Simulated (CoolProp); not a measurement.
Water along the isotherm 471.7 K: Z from the reference equation and from simpler models built on Tc = 647.1 K, pc = 22.06 MPa, ω = 0.344; each cubic takes its own stable root.

Computed with CoolProp (reference Helmholtz-energy equation of state, Wagner 2002).

```
p (MPa)   phase  reference  van der Waals  Redlich-Kwong  Peng-Robinson
-------  ------  ---------  -------------  -------------  -------------
2.21     liquid    0.01171         0.9336         0.9110        0.01428
4.41     liquid    0.02332         0.8564        0.03414        0.02845
6.62     liquid    0.03495        0.07381        0.05110        0.04264
8.83     liquid    0.04653            [?]            [?]        0.05678
11       liquid        [?]         0.1214        0.08443        0.07063
13.2     liquid    0.06931         0.1449         0.1010        0.08463
15.4     liquid    0.08072         0.1683         0.1176        0.09859
17.7     liquid    0.09260         0.1926            [?]         0.1131
19.9     liquid        [?]         0.2156         0.1511         0.1270
22.1     liquid     0.1152         0.2385         0.1674         0.1409
24.3     liquid     0.1265         0.2613         0.1836         0.1547
26.5     liquid     0.1377         0.2839         0.1998         0.1684
28.7     liquid     0.1489         0.3064         0.2158         0.1822
30.9     liquid     0.1601         0.3287         0.2319         0.1959
33.1     liquid     0.1712            [?]         0.2478            [?]
```

Task: Fill in the missing entries.

Result: 
- 8.83, van der Waals: 0.09792
- 8.83, Redlich-Kwong: 0.06796
- 11, reference: 0.05786
- 17.7, Redlich-Kwong: 0.1347
- 19.9, reference: 0.1039
- 33.1, van der Waals: 0.3510
- 33.1, Peng-Robinson: 0.2095

At some of these states van der Waals, Redlich-Kwong gives the other phase, because its saturation line lies elsewhere.
